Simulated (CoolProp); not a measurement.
R507A along the isotherm 371.8 K: Z from the reference equation and from simpler models built on Tc = 343.8 K, pc = 37.05 bar, ω = 0.286; each cubic takes its own stable root.

Model: reference Helmholtz-energy equation of state, Lemmon 2003, in CoolProp. It is a pseudo-pure fit of the blend.

```csv
p (bar),phase,reference,Pitzer virial,Redlich-Kwong,Soave-Redlich-Kwong,Peng-Robinson
2.32,gas,0.9826,0.9835,0.9829,0.9836,0.9814
4.63,gas,0.9650,0.9671,0.9655,0.9671,0.9627
6.95,gas,0.9469,0.9506,0.9476,0.9501,0.9437
9.26,gas,0.9286,0.9342,0.9295,0.9330,0.9244
11.6,gas,0.9097,0.9175,0.9108,0.9152,0.9046
13.9,gas,0.8907,0.9012,0.8919,0.8975,0.8849
16.2,gas,0.8713,0.8848,0.8725,0.8793,0.8648
18.5,gas,0.8515,0.8685,0.8527,0.8607,0.8444
```
